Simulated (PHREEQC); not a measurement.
Alkaline etch or developer

Make-up at 20 °C: 0.056 mol CsOH and 9e-05 mol H4SiO4 per kg of water. Closed to the air; pH follows from the charge balance.

The numbers come from PHREEQC with the ion-association model, wateq4f.dat.

No solid was allowed to form.

Estimate the pH.

pH 12.82.

In which forms is Si present?

H3SiO4- 64 %, H2SiO4-2 36 % of the Si.
